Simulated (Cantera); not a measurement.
A Cantera script and what it prints.

```python
import numpy as np
import cantera as ct

gas_names = """
    H HO2 H2 H2O H2O2 H2S H2SO4 Mg MgH MgO MgOH MgO2H2 MgS Mg2 O OH O2 O3 S SH SO SO2 SO3 S2 S2O S8
""".split()
cond_names = """
    H2O(s) H2O(L) H2SO4(L) Mg(cr) Mg(L) MgO(s) MgO(L) MgO2H2(s) MgS(s) MgSO4(s) MgSO4(L) S(cr1) S(cr2)
    S(L)
""".split()


def load(file, names, dense=False):
    # The tables refer to 1 bar. Condensed volumes are neglected.
    table = {s.name: s for s in ct.Species.list_from_file(file)}
    out = []
    for n in names:
        d = dict(table[n].input_data)
        d["thermo"] = dict(d["thermo"], **{"reference-pressure": 1e5})
        if dense:
            d["equation-of-state"] = {"model": "constant-volume", "density": "1e6 g/cm^3"}
        out.append(ct.Species.from_dict(d))
    return out


gas = ct.Solution(thermo="ideal-gas", species=load("nasa_gas.yaml", gas_names))
cond = {s.name: ct.Solution(thermo="fixed-stoichiometry", species=[s], name=s.name)
        for s in load("nasa_condensed.yaml", cond_names, dense=True)}
atoms = {
    'MgSO4': {'Mg': 1, 'S': 1, 'O': 4},
    'H2': {'H': 2},
    'H2O': {'H': 2, 'O': 1},
}
top_T = {'MgS(s)': 2250}  # K; cautious upper limits of use, not melting points


def equilibrate(T, P, feed):
    n = {}
    for name, mol in feed.items():
        for a, k in atoms[name].items():
            n[a] = n.get(a, 0.0) + k * mol
    gas.TPX = T, P, n
    mass = sum(n.values()) * gas.mean_molecular_weight
    gas.equilibrate("TP")
    valid = [c for c in cond.values() if c.min_temp <= T <= top_T.get(c.name, c.max_temp)]
    mix = ct.Mixture([(gas, mass / gas.mean_molecular_weight)] + [(c, 0.0) for c in valid])
    mix.T, mix.P = T, P
    mix.equilibrate("TP", solver="vcs", rtol=1e-11, max_steps=5000)
    return mix


results = []
feed = {'MgSO4': 1, 'H2': 5.9, 'H2O': 7.2}  # mol
P = 133.322  # Pa
for T in [1448, 1523, 1598, 1673, 1748, 1823, 1898]:
    mix = equilibrate(T, P, feed)
    results.append((T, P, feed, dict(zip(mix.species_names, mix.species_moles))))

top = {s: max(r[3][s] / sum(r[3][g] for g in gas_names) for r in results) for s in gas_names}
cols = sorted((s for s in top if top[s] > 1e-06), key=lambda s: -top[s])[:6]
seen = [c for c in cond_names if any(r[3].get(c, 0) > 1e-12 for r in results)]
print("log10 of partial pressures in bar; condensed amounts in mol")
print(f"{'T/K':>10s}" + "".join(f"{s[:9]:>10s}" for s in cols + seen))
for T, P, feed, n in results:
    ng = sum(n[g] for g in gas_names)
    print(f"{T:10.4g}" + "".join(f"{np.log10(max(n[s] / ng * P / 1e5, 1e-99)):10.3f}" for s in cols)
          + "".join(f"{n.get(c, 0):10.4g}" for c in seen))
```

It prints:

```
log10 of partial pressures in bar; condensed amounts in mol
       T/K       H2O        H2       SO2        S2        SO         H    MgO(s)
      1448    -3.046    -3.446    -4.378    -4.669    -5.574    -6.758         1
      1523    -3.060    -3.417    -4.279    -4.794    -5.340    -6.345         1
      1598    -3.073    -3.395    -4.210    -4.963    -5.153    -5.971    0.9999
      1673    -3.084    -3.379    -4.167    -5.182    -5.008    -5.633    0.9997
      1748    -3.091    -3.370    -4.145    -5.449    -4.902    -5.326    0.9986
      1823    -3.096    -3.368    -4.138    -5.753    -4.825    -5.047    0.9944
      1898    -3.100    -3.372    -4.140    -6.079    -4.771    -4.793    0.9807
```

Method: chemical equilibrium by Gibbs-energy minimisation in Cantera with the NASA 1993 tables (ideal gas, pure condensed phases).
